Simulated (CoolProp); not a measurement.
A simple Rankine cycle with R1336mzz(E): condensing at 314.15 K, boiler at 1.9 MPa, turbine inlet 409 K, turbine efficiency 0.65, pump efficiency 0.8, no recuperator. Each further row changes one setting.

The numbers come from the reference Helmholtz-energy equation of state, Akasaka 2023 in CoolProp.

```
case                             thermal efficiency (%)  net work (kJ/kg)  heat in (kJ/kg)  turbine exit temperature (K)  volume ratio over the turbine
-------------------------------  ----------------------  ----------------  ---------------  ----------------------------  -----------------------------
as stated                                           8.5               ___              200                           ___                           6.78
condensing temperature 306.15 K                     ___              19.8              210                           ___                           8.78
boiler pressure 1.33 MPa                            7.1              14.9              ___                           ___                           4.35
turbine efficiency 0.55                             7.1               ___              200                         370.5                            ___
```

Question: What belongs in the gaps?

Answer: 
- as stated, net work (kJ/kg): 17.0
- as stated, turbine exit temperature (K): 367.3
- condensing temperature 306.15 K, thermal efficiency (%): 9.4
- condensing temperature 306.15 K, turbine exit temperature (K): 363.1
- boiler pressure 1.33 MPa, heat in (kJ/kg): 209
- boiler pressure 1.33 MPa, turbine exit temperature (K): 379.4
- turbine efficiency 0.55, net work (kJ/kg): 14.2
- turbine efficiency 0.55, volume ratio over the turbine: 6.86
